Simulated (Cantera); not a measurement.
# Thermodynamics of chlorosilane synthesis and conversion, feed Si + H₂ + Cl₂

Input: 1 mol Si, 6 mol H₂, 2.8 mol Cl₂, equilibrated at 552 °C and 4.50 bar.

Method: chemical equilibrium by Gibbs-energy minimisation in Cantera with the NASA 1993 tables (ideal gas, pure condensed phases). Candidate condensed phases: Si; 19 gas species. The numbers say what is thermodynamically allowed, not how fast it happens.

- x(H₂) = 0.666
- x(HCl) = 0.206
- x(SiCl₄) = 0.128
- x(SiHCl₃) = 0.000511
- gas amount = 7.800 mol
- log10 activity of Si(s) (absent) = -8.96
